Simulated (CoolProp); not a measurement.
Saturation properties of n-decane (Tc = 617.7 K, pc = 21.01 bar, ω = 0.488).

Model: reference Helmholtz-energy equation of state, Lemmon 2006, in CoolProp. It is a short technical equation, of lower accuracy than the large ones.

```json
[
 {"T (K)": "388.4", "p (bar)": "0.1705", "liquid viscosity (µPa s)": "318", "liquid conductivity (mW/(m K))": "107"},
 {"T (K)": "398.3", "p (bar)": "0.2409", "liquid viscosity (µPa s)": "293", "liquid conductivity (mW/(m K))": "105"},
 {"T (K)": "408.1", "p (bar)": "0.3324", "liquid viscosity (µPa s)": "271", "liquid conductivity (mW/(m K))": "103"},
 {"T (K)": "417.9", "p (bar)": "0.4501", "liquid viscosity (µPa s)": "251", "liquid conductivity (mW/(m K))": "101"},
 {"T (K)": "427.8", "p (bar)": "0.6008", "liquid viscosity (µPa s)": "233", "liquid conductivity (mW/(m K))": "98.9"},
 {"T (K)": "437.6", "p (bar)": "0.7872", "liquid viscosity (µPa s)": "217", "liquid conductivity (mW/(m K))": "96.9"},
 {"T (K)": "447.5", "p (bar)": "1.019", "liquid viscosity (µPa s)": "202", "liquid conductivity (mW/(m K))": "94.9"},
 {"T (K)": "457.3", "p (bar)": "1.299", "liquid viscosity (µPa s)": "189", "liquid conductivity (mW/(m K))": "93.0"},
 {"T (K)": "467.1", "p (bar)": "1.635", "liquid viscosity (µPa s)": "176", "liquid conductivity (mW/(m K))": "91.1"}
]
```

It boils at 447.3 K under 1 atm.

Viscosity comes from a separate model (Huber 2004). Thermal conductivity comes from a separate model (Huber 2005).
